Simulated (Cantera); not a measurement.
**Halide evaporation, hydrolysis and transport: FeCl3 + HCl + H2**

A closed system holds: 1 mol FeCl3, 0.44 mol HCl, 0.61 mol H2, equilibrated at 0.000350 bar.

Equilibrium computed with Cantera from the NASA thermochemical tables; the gas is ideal and each condensed phase is pure. Candidate condensed phases: Fe, FeCl2, FeCl3; 11 gas species. Kinetics and transport are ignored.

```json
[
 {"T (K)": "925", "x HCl": "0.566", "x FeCl2": "0.388", "x Cl": "3.65e-8", "x Fe": "<1e-12", "x H2": "0.0433", "x H": "2.89e-9"},
 {"T (K)": "1125", "x HCl": "0.565", "x FeCl2": "0.392", "x Cl": "5.73e-6", "x Fe": "1.73e-9", "x H2": "0.0432", "x H": "4.93e-7"},
 {"T (K)": "1325", "x HCl": "0.564", "x FeCl2": "0.392", "x Cl": "0.000199", "x Fe": "6.38e-7", "x H2": "0.0432", "x H": "1.82e-5"},
 {"T (K)": "1525", "x HCl": "0.561", "x FeCl2": "0.391", "x Cl": "0.00271", "x Fe": "5.07e-5", "x H2": "0.0442", "x H": "0.000266"},
 {"T (K)": "1725", "x HCl": "0.542", "x FeCl2": "0.386", "x Cl": "0.0188", "x Fe": "0.00165", "x H2": "0.0492", "x H": "0.00220"},
 {"T (K)": "1925", "x HCl": "0.491", "x FeCl2": "0.338", "x Cl": "0.0837", "x Fe": "0.0251", "x H2": "0.0507", "x H": "0.0115"},
 {"T (K)": "2125", "x HCl": "0.365", "x FeCl2": "0.161", "x Cl": "0.283", "x Fe": "0.120", "x H2": "0.0338", "x H": "0.0357"}
]
```
x: gas mole fraction; nothing condenses.

From 925 K to 2125 K nothing is condensed. The main Fe-bearing gas is FeCl2 throughout.
